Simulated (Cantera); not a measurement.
A closed system holds: 1 mol SiO₂, 1.2 mol MgO, 5.3 mol H₂, held at 0.000160 bar.

These are equilibrium values from Cantera (NASA tables, ideal gas, pure condensed phases), not measurements of a reactor. Candidate condensed phases: H₂O, Mg, MgO, Mg(OH)₂, MgSiO₃, Mg₂SiO₄, Si, SiO₂; 24 gas species. Condensed phases not in the tables: alloys, solid solutions and most ternary compounds. Kinetics and transport are ignored.

Question: What share of the Si ends up in condensed phases as a function of T (K), at 1800, 1850, 1900, 1950, 2000, 2050, 2100, 2150, 2200, 2250, 2300, 2350, 2400, 2450?

Answer: 
```
T (K)  Si condensed (%)          as
-----  ----------------  ----------
1800               57.8  Mg₂SiO₄(s)
1850               54.0  Mg₂SiO₄(s)
1900               47.0  Mg₂SiO₄(s)
1950               36.3  Mg₂SiO₄(s)
2000               21.1  Mg₂SiO₄(s)
2050                1.6  Mg₂SiO₄(s)
2100                0.0           -
2150                0.0           -
2200                0.0           -
2250                0.0           -
2300                0.0           -
2350                0.0           -
2400                0.0           -
2450                0.0           -
```
